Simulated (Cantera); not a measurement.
What does this Cantera script print?

```python
import numpy as np
import cantera as ct

gas_names = """
    C CH CH2 CH3 CH2OH CH3O CH4 CH3OH CN CO CO2 COOH C2 C2H CHCO,ketyl C2H2,acetylene C2H2,vinylidene
    CH2CO,ketene C2H3,vinyl CH3CN CH3CO,acetyl C2H4 C2H4O,ethylen CH3CHO,ethanal CH3COOH (HCOOH)2 C2H5
    C2H6 CH3OCH3 C2H5OH CCN CNC C2N2 C2O C3 C3H3,propargyl C3H4,allene C3H4,propyne C3H4,cyclo-
    C3H5,allyl C3H6,propylene C3H6,cyclo- C3H6O C3H7,n-propyl C3H7,i-propyl C3H8 C3H8O,1propanol
    C3H8O,2propanol C3O2 C4 C4H2 C4H4,1,3-cyclo- C4H6,butadiene C4H6,2-butyne C4H6,cyclo- C4H8,1-butene
    C4H8,cis2-buten C4H8,tr2-butene C4H8,isobutene C4H8,cyclo- (CH3COOH)2 C4H9,n-butyl C4H9,i-butyl
    C4H9,s-butyl C4H9,t-butyl C4H10,isobutane C4H10,n-butane C4N2 C5 C5H6,1,3cyclo- C5H8,cyclo-
    C5H10,1-pentene C5H10,cyclo- C5H11,pentyl C5H11,t-pentyl C5H12,n-pentane C5H12,i-pentane
    CH3C(CH3)2CH3 C6H2 C6H5,phenyl C6H5O,phenoxy C6H6 C6H5OH,phenol C6H10,cyclo- C6H12,1-hexene
    C6H12,cyclo- C6H13,n-hexyl C7H7,benzyl C7H8 C7H8O,cresol C7H14,1-heptene C7H15,n-heptyl
    C7H16,n-heptane C8H8,styrene C8H10,ethylbenz C8H16,1-octene C8H17,n-octyl C8H18,isooctane
    C8H18,n-octane C9H19,n-nonyl C10H8,naphthale C10H21,n-decyl C12H9,o-bipheny C12H10,bipheny H HCN HCO
    HCCN HNC HNCO HNO HNO2 HNO3 HO2 H2 HCHO,formaldehy HCOOH H2O H2O2 N NCO NH NH2 NH3 NH2OH NO NO2 NO3
    N2 N2H2 N2H4 N2O O OH O2 O3 Si SiC SiC2 SiC4H12 SiH SiH2 SiH3 SiH4 SiN SiO SiO2 Si2 Si2C Si2N Si3
""".split()
cond_names = """
    C(gr) C6H6(L) C7H8(L) C8H18(L),n-octa H2O(s) H2O(L) Si(cr) Si(L) SiC(b) SiO2(Lqz) SiO2(hqz) SiO2(L)
    Si2N2O(s) Si3N4(a)
""".split()


def load(file, names, dense=False):
    # The tables refer to 1 bar. Condensed volumes are neglected.
    table = {s.name: s for s in ct.Species.list_from_file(file)}
    out = []
    for n in names:
        d = dict(table[n].input_data)
        d["thermo"] = dict(d["thermo"], **{"reference-pressure": 1e5})
        if dense:
            d["equation-of-state"] = {"model": "constant-volume", "density": "1e6 g/cm^3"}
        out.append(ct.Species.from_dict(d))
    return out


gas = ct.Solution(thermo="ideal-gas", species=load("nasa_gas.yaml", gas_names))
cond = {s.name: ct.Solution(thermo="fixed-stoichiometry", species=[s], name=s.name)
        for s in load("nasa_condensed.yaml", cond_names, dense=True)}
atoms = {
    'SiC': {'Si': 1, 'C': 1},
    'H2O': {'H': 2, 'O': 1},
    'N2': {'N': 2},
}
top_T = {'C(gr)': 4500, 'SiC(b)': 3050, 'Si2N2O(s)': 2100, 'Si3N4(a)': 2400}  # K; cautious upper limits of use, not melting points


def equilibrate(T, P, feed):
    n = {}
    for name, mol in feed.items():
        for a, k in atoms[name].items():
            n[a] = n.get(a, 0.0) + k * mol
    gas.TPX = T, P, n
    mass = sum(n.values()) * gas.mean_molecular_weight
    gas.equilibrate("TP")
    valid = [c for c in cond.values() if c.min_temp <= T <= top_T.get(c.name, c.max_temp)]
    mix = ct.Mixture([(gas, mass / gas.mean_molecular_weight)] + [(c, 0.0) for c in valid])
    mix.T, mix.P = T, P
    mix.equilibrate("TP", solver="vcs", rtol=1e-11, max_steps=5000)
    return mix


results = []
feed = {'SiC': 1, 'H2O': 0.047, 'N2': 2}  # mol
P = 47  # Pa
for T in [1073, 1173, 1273, 1373, 1473, 1573, 1673, 1773, 1873, 1973, 2073, 2173, 2273]:
    mix = equilibrate(T, P, feed)
    results.append((T, P, feed, dict(zip(mix.species_names, mix.species_moles))))

top = {s: max(r[3][s] / sum(r[3][g] for g in gas_names) for r in results) for s in gas_names}
cols = sorted((s for s in top if top[s] > 0.0001), key=lambda s: -top[s])[:9]
seen = [c for c in cond_names if any(r[3].get(c, 0) > 1e-12 for r in results)]
print("log10 of partial pressures in bar; condensed amounts in mol")
print(f"{'T/K':>10s}" + "".join(f"{s[:9]:>10s}" for s in cols + seen))
for T, P, feed, n in results:
    ng = sum(n[g] for g in gas_names)
    print(f"{T:10.4g}" + "".join(f"{np.log10(max(n[s] / ng * P / 1e5, 1e-99)):10.3f}" for s in cols)
          + "".join(f"{n.get(c, 0):10.4g}" for c in seen))
```

Output:

```
log10 of partial pressures in bar; condensed amounts in mol
       T/K        N2        Si        H2      SiC2         H        CO      Si2C       SiO       HCN     C(gr)    SiC(b) Si2N2O(s)  Si3N4(a)
      1073    -3.343   -18.240    -4.801   -23.244   -10.254    -9.722   -24.067   -14.454    -8.884         1         0     0.047     0.302
      1173    -3.343   -15.355    -4.801   -19.681    -9.329    -8.352   -19.826   -12.028    -8.332         1         0   0.04699     0.302
      1273    -3.339   -13.335    -4.958   -17.093    -8.626    -6.391   -17.075    -9.587    -7.945   0.08875    0.9095   0.04527         0
      1373    -3.345   -11.523    -4.971   -15.320    -7.963    -5.147   -14.817    -7.586    -7.820         0    0.9687   0.01561         0
      1473    -3.345    -9.601    -4.972   -14.150    -7.384    -5.159   -12.512    -6.228    -8.063         0    0.9695   0.01394         0
      1573    -3.348    -7.989    -4.980   -13.069    -6.881    -5.278   -10.569    -5.278    -8.217         0    0.9765         0         0
      1673    -3.348    -7.043    -4.985   -11.647    -6.436    -5.275    -9.334    -5.281    -7.878         0    0.9763         0         0
      1773    -3.349    -6.224    -4.997   -10.370    -6.045    -5.255    -8.261    -5.304    -7.563         0     0.975         0         0
      1873    -3.351    -5.567    -5.025    -9.159    -5.703    -5.180    -7.379    -5.414    -7.219         0    0.9698         0         0
      1973    -3.357    -5.149    -5.081    -7.901    -5.410    -5.057    -6.761    -5.802    -6.754         0    0.9584         0         0
      2073    -3.362    -4.985    -5.188    -6.554    -5.174    -5.000    -6.419    -6.633    -6.150         0    0.9461         0         0
      2173    -3.384    -4.554    -5.381    -5.616    -5.007    -5.018    -5.826    -6.889    -5.942   0.07939    0.8371         0         0
      2273    -3.481    -4.012    -5.761    -4.913    -4.956    -5.115    -5.139    -6.906    -6.042    0.5093    0.2452         0         0
```

Cantera equilibrium calculation (NASA polynomials, part measured and part estimated; ideal gas, pure solids and liquids). N2 is the only nitrogen source here; it is nearly inert below about 1500 K, so the nitride shown seldom forms there in practice. Mutual solubility and eutectic melting of coexisting phases are not modelled. The tables' values for SiN are old estimates; treat these amounts as uncertain.
